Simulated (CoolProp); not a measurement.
C3F8 (R218) at 265.6 K and 0.238 MPa is throttled through a valve to 0.126 MPa with no heat exchange. Each further row changes one setting.

The numbers come from the reference Helmholtz-energy equation of state, Lemmon 2006 in CoolProp. It is a short technical equation, of lower accuracy than the large ones.

| case | temperature change (K) | final density (kg/m³) |
|---|---|---|
| as stated | -2.4 | 11.3 |
| outlet pressure 0.0378 MPa | -4.2 | 3.31 |
| outlet pressure 0.164 MPa | -1.6 | 14.9 |
